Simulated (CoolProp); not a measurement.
Computed with CoolProp (reference Helmholtz-energy equation of state, Lemmon 2003). It is a pseudo-pure fit of the blend.

For R407C, give the phase and the density (kg/m³), cp (kJ/(kg K)), cv (kJ/(kg K)), Joule-Thomson coefficient (K/MPa) at 500 K and 116 bar.


- 500 K and 116 bar: supercritical; density 307, cp 1.47, cv 1.10, Joule-Thomson coefficient 3.05
